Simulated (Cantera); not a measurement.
## Equilibrium for thermal oxidation and active oxidation of silicon: Si + CO₂ + N₂

A closed system holds: 1 mol Si, 1.4 mol CO₂, a varied amount of N₂, equilibrated at 750 Torr.

Cantera equilibrium calculation (NASA polynomials, part measured and part estimated; ideal gas, pure solids and liquids). Candidate condensed phases: C, Si, SiC, SiO₂, Si₂N₂O, Si₃N₄; 34 gas species. Mutual solubility and eutectic melting of coexisting phases are not modelled. The tables hold silica as quartz up to 1696 K and as liquid above; real silica turns to tridymite and cristobalite and melts near 1996 K. The numbers say what is thermodynamically allowed, not how fast it happens.

Stable condensed phases:

```
T in K \ n(N₂) in mol
         1.6 2.1 2.9 3.8 5.1 6.9 9.2  12  16  22
   2223    A   A   A   A   A   A   A   A   A   A
   2173    A   A   A   A   A   A   A   A   A   A
   2123    A   A   A   A   A   A   A   A   A   A
   2073    A   A   A   A   A   A   A   A   A   A
   2023    B   B   B   B   B   A   A   A   A   A
   1973    B   B   B   B   B   B   B   B   B   A
   1923    B   B   B   B   B   B   B   B   B   B
   1873    B   B   B   B   B   B   B   B   B   B
   1823    B   B   B   B   B   B   B   B   B   B
   1773    B   B   B   B   B   B   B   B   B   B
   1723    B   B   B   B   B   B   B   B   B   B
```

A: SiO₂; B: SiO₂ + Si₂N₂O.
